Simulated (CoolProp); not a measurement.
Hexamethyldisiloxane (MM) along the isobar 8.81 MPa: density (kg/m³) from the reference equation and from simpler models built on Tc = 518.7 K, pc = 1.931 MPa, ω = 0.418; each cubic takes its own stable root.

Values from CoolProp's reference Helmholtz-energy equation of state, Thol 2016.

```csv
T (K),phase,reference
434.1,liquid,634.5
452.7,liquid,613.9
471.3,liquid,592.5
489.9,liquid,570.5
508.5,liquid,547.7
527.1,supercritical,524.1
545.6,supercritical,499.9
564.2,supercritical,474.9
582.8,supercritical,449.3
601.4,supercritical,423.4
620,supercritical,397.7
```

Task: How far does each simpler model (van der Waals, Redlich-Kwong, Soave-Redlich-Kwong, Peng-Robinson) lie from the reference over these 11 states: mean and median of the absolute difference, and the worst?

Result: 
- van der Waals: mean 23.9 %, median 25.1 %, worst -31.7 % at 434.1 K and 8.81 MPa
- Redlich-Kwong: mean 4.7 %, median 5.3 %, worst -7.5 % at 434.1 K and 8.81 MPa
- Soave-Redlich-Kwong: mean 6.1 %, median 5.8 %, worst -8.4 % at 620 K and 8.81 MPa
- Peng-Robinson: mean 4.2 %, median 4.7 %, worst +7.5 % at 434.1 K and 8.81 MPa
